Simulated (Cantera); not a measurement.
Feed: 1 mol SiH₂Cl₂, a varied amount of N₂, held at 900 °C and 1.40 mbar.

Equilibrium computed with Cantera from the NASA thermochemical tables; the gas is ideal and each condensed phase is pure. Candidate condensed phases: NH₄Cl, Si, Si₃N₄; 28 gas species. N₂ is the only nitrogen source here; it is nearly inert below about 1500 K, so the nitride shown seldom forms there in practice. Equilibrium is a limit: real reactors are often held back by kinetics, nucleation or transport.

Question: What share of the Si ends up in condensed phases as a function of n(N₂) (mol), at 11, 16, 23, 34, 49, 71, 100, 150?

Answer: 
```csv
n(N₂) (mol),Si condensed (%),as
11,86.2,Si₃N₄(s)
16,87.2,Si₃N₄(s)
23,88.1,Si₃N₄(s)
34,89.0,Si₃N₄(s)
49,89.7,Si₃N₄(s)
71,90.4,Si₃N₄(s)
100,91.0,Si₃N₄(s)
150,91.6,Si₃N₄(s)
```
